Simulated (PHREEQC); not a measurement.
## Copper plating or etch bath: an equilibrium model

Consider water at 25 °C with 0.46 mol/kgw CuCl2, 0.027 mol/kgw H2SO4 and 0.00034 mol/kgw KCl. Closed to the air; pH follows from the charge balance.

The numbers come from PHREEQC with the ion-association model, phreeqc.dat.

Each row changes one thing in this solution. No solid was allowed to form.

```json
[
 {"case": "as made", "pH": "1.45", "ionic strength (mol/kgw)": "1.10", "Cl- (mol/kgw)": "0.763", "SO4-2 (mol/kgw)": "0.00878", "HSO4- (mol/kgw)": "0.00560"},
 {"case": "temperature from 25 to 60 °C", "pH": "1.50", "ionic strength (mol/kgw)": "0.802", "Cl- (mol/kgw)": "…", "SO4-2 (mol/kgw)": "0.00759", "HSO4- (mol/kgw)": "0.0112"},
 {"case": "KCl replaced by AlCl3 at the same molality", "pH": "1.45", "ionic strength (mol/kgw)": "1.10", "Cl- (mol/kgw)": "0.764", "SO4-2 (mol/kgw)": "0.00876", "HSO4- (mol/kgw)": "…"},
 {"case": "KCl left out", "pH": "1.45", "ionic strength (mol/kgw)": "1.10", "Cl- (mol/kgw)": "0.763", "SO4-2 (mol/kgw)": "0.00878", "HSO4- (mol/kgw)": "0.00561"},
 {"case": "CuCl2 left out", "pH": "1.50", "ionic strength (mol/kgw)": "…", "Cl- (mol/kgw)": "0.000340", "SO4-2 (mol/kgw)": "0.00983", "HSO4- (mol/kgw)": "0.0172"},
 {"case": "temperature from 25 to 85 °C", "pH": "1.56", "ionic strength (mol/kgw)": "0.650", "Cl- (mol/kgw)": "0.517", "SO4-2 (mol/kgw)": "…", "HSO4- (mol/kgw)": "0.0165"},
 {"case": "CuCl2 replaced by CdCl2 at the same molality", "pH": "1.47", "ionic strength (mol/kgw)": "0.407", "Cl- (mol/kgw)": "0.305", "SO4-2 (mol/kgw)": "0.0101", "HSO4- (mol/kgw)": "0.0101"},
 {"case": "H2SO4 from 0.027 to 0.0135 mol/kgw", "pH": "1.73", "ionic strength (mol/kgw)": "1.09", "Cl- (mol/kgw)": "0.761", "SO4-2 (mol/kgw)": "…", "HSO4- (mol/kgw)": "0.00162"}
]
```

### Question
Some entries are withheld; supply them.

### Answer

- temperature from 25 to 60 °C, Cl- (mol/kgw): 0.601
- KCl replaced by AlCl3 at the same molality, HSO4- (mol/kgw): 0.00558
- CuCl2 left out, ionic strength (mol/kgw): 0.0470
- temperature from 25 to 85 °C, SO4-2 (mol/kgw): 0.00606
- H2SO4 from 0.027 to 0.0135 mol/kgw, SO4-2 (mol/kgw): 0.00481

The ionic strength passes 0.7 mol/kgw, the rough limit of the ion-association models, in as made; temperature from 25 to 60 °C; KCl replaced by AlCl3 at the same molality; KCl left out; H2SO4 from 0.027 to 0.0135 mol/kgw. Constants without temperature data keep their 25 °C values here.
